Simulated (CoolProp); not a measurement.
Vapour-liquid equilibrium of R1234ze(E) (1) + n-pentane (2) at 105 kPa; x and y are mole fractions of (1).

Values from CoolProp's multi-fluid Helmholtz-energy mixture model, Thol 2016 and Thol 2019; pair parameters Bell 2016.

```
x      bubble temperature (°C)  y at the bubble point  dew temperature at overall composition x (°C)  liquid density (mol/L)
-----  -----------------------  ---------------------  ---------------------------------------------  ----------------------
0.05                      20.1                  0.473                                           35.6                   8.738
0.125                      5.4                  0.728                                           33.3                   9.048
0.2                       -2.6                  0.821                                           30.9                   9.275
0.275                     -7.2                  0.864                                           28.2                   9.464
0.35                     -10.0                  0.887                                           25.4                   9.633
0.425                    -11.8                  0.902                                           22.3                   9.794
0.5                      -13.0                  0.911                                           18.9                   9.954
0.575                    -13.9                  0.919                                           15.0                   10.12
0.65                     -14.6                  0.926                                           10.7                   10.29
0.725                    -15.2                  0.933                                            5.6                   10.48
0.8                      -15.9                  0.943                                           -0.6                   10.68
0.875                    -16.7                  0.957                                           -8.5                   10.90
0.95                     -17.6                  0.978                                          -16.3                   11.15
```

No azeotrope shows between x = 0.05 and 0.95.

Pair parameters are fitted to limited data, so mixtures are less certain than the pure fluids. With so large a gap from Raoult's law the liquid may split in two, which this calculation doesn't test in full.
